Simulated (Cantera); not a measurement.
Charge: 1 mol HMDSO, 0.97 mol N₂O, 0.37 mol H₂, held at 827 °C and 44.0 Pa.

Method: chemical equilibrium by Gibbs-energy minimisation in Cantera with the NASA 1993 tables (ideal gas, pure condensed phases). Candidate condensed phases: C, C₆H₆, C₇H₈, C₈H₁₈, H₂O, Si, SiC, SiO₂, Si₂N₂O, Si₃N₄; 151 gas species. The feed counts by its element totals alone. Mutual solubility and eutectic melting of coexisting phases are not modelled. Kinetics and transport are ignored.

Base state: H₂ 0.922, CO 0.0739, N₂ 0.00424, CH₄ 1.34e-5 (mole fractions); condensed: C(graphite) + SiO₂(β-quartz) + Si₂N₂O(s).

Q: What changes in the equilibrium state with this change: H₂ from 0.37 to 31 mol?

A: 
| species | before | after |
|---|---|---|
| H₂ | 0.922 | 0.979 |
| CO | 0.0739 | 0.0212 |
| N₂ | 0.00424 | 0.000101 |
| CH₄ | 1.34e-5 | 1.51e-5 |
| C(graphite), mol | 5.25 | 5.13 |
| SiO₂(β-quartz), mol | 0.146 | 0.0682 |
| Si₂N₂O(s), mol | 0.927 | 0.966 |
